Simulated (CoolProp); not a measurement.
A closed Brayton cycle with carbon dioxide: compressor inlet 319.15 K and 9 MPa, high pressure 30.5 MPa, turbine inlet 980 K, compressor efficiency 0.85, turbine efficiency 0.9, recuperator effectiveness 0.8 (on enthalpy, no pinch check). Each further row changes one setting.

Computed with CoolProp (reference Helmholtz-energy equation of state, Span 1996).

```
case                           thermal efficiency (%)  net work (kJ/kg)  compressor to turbine work  compressor exit (K)  turbine exit (K)
-----------------------------  ----------------------  ----------------  --------------------------  -------------------  ----------------
as stated                                           ?               136                        0.29                403.7             818.3
turbine inlet 930 K                                 ?               125                           ?                403.7             773.7
compressor inlet 329.15 K                        33.8                 ?                           ?                    ?             818.3
high pressure 25.9 MPa                              ?               122                           ?                392.0             839.1
recuperator effectiveness 0.5                    25.4               136                        0.29                403.7             818.3
```

Task: Complete the blanks.

Result: 
- as stated, thermal efficiency (%): 34.9
- turbine inlet 930 K, thermal efficiency (%): 34.1
- turbine inlet 930 K, compressor to turbine work: 0.30
- compressor inlet 329.15 K, net work (kJ/kg): 124
- compressor inlet 329.15 K, compressor to turbine work: 0.35
- compressor inlet 329.15 K, compressor exit (K): 430.1
- high pressure 25.9 MPa, thermal efficiency (%): 33.1
- high pressure 25.9 MPa, compressor to turbine work: 0.27
